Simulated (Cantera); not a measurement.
**Adiabatic ignition**

An adiabatic, constant-pressure homogeneous reactor starts with 5.35 % C₃H₈, 19.9 % O₂, 74.8 % N₂, at 1650 K and 5.00 bar.

Detailed kinetics in Cantera: GRI-Mech 3.0 (53 species, 325 reactions). GRI-Mech 3.0 was tuned for natural gas; its chemistry of propane as a main component is partial and can be far from experiment.

| t (s) | T (K) | x C₃H₈ | x O₂ | x CO₂ | x NO | x HCN | x CH₃ |
|---|---|---|---|---|---|---|---|
| 8.00e-6 | 1910 | 0.00137 | 0.125 | 0.00211 | 6.27e-8 | 1.41e-7 | 0.00386 |
| 1.86e-5 | 2856 | <1e-12 | 0.00666 | 0.0421 | 0.000395 | 3.78e-9 | 1.58e-12 |
| 4.33e-5 | 2962 | <1e-12 | 0.00437 | 0.0448 | 0.00114 | 1.46e-8 | 2.94e-12 |
| 0.000101 | 2969 | <1e-12 | 0.00392 | 0.0448 | 0.00251 | 2.61e-8 | 3.31e-12 |
| 0.000234 | 2962 | <1e-12 | 0.00365 | 0.0444 | 0.00431 | 3.92e-8 | 3.43e-12 |
| 0.000544 | 2959 | <1e-12 | 0.00351 | 0.0442 | 0.00525 | 4.63e-8 | 3.49e-12 |
| 0.00126 | 2959 | <1e-12 | 0.00350 | 0.0442 | 0.00533 | 4.69e-8 | 3.50e-12 |
| 0.00294 | 2959 | <1e-12 | 0.00350 | 0.0442 | 0.00534 | 4.69e-8 | 3.50e-12 |
| 0.00684 | 2959 | <1e-12 | 0.00350 | 0.0442 | 0.00534 | 4.69e-8 | 3.50e-12 |
| 0.0159 | 2959 | <1e-12 | 0.00350 | 0.0442 | 0.00534 | 4.69e-8 | 3.50e-12 |
| 0.0370 | 2959 | <1e-12 | 0.00350 | 0.0442 | 0.00534 | 4.69e-8 | 3.50e-12 |
| 0.0860 | 2959 | <1e-12 | 0.00350 | 0.0442 | 0.00534 | 4.69e-8 | 3.50e-12 |
| 0.200 | 2959 | <1e-12 | 0.00350 | 0.0442 | 0.00534 | 4.69e-8 | 3.50e-12 |
x: mole fraction; the columns are a selection and need not sum to one.

```json
{
  "time_of_steepest_temperature_rise": "9.09 µs",
  "temperature at 0.200 s": "2959 K",
  "equilibrium_temperature": "2959 K",
  "x(C₃H₈) at 0.200 s": "<1e-12 (gas-phase equilibrium <1e-12)",
  "x(O₂) at 0.200 s": "0.00350 (gas-phase equilibrium 0.00350)",
  "x(CO₂) at 0.200 s": "0.0442 (gas-phase equilibrium 0.0442)"
}
```
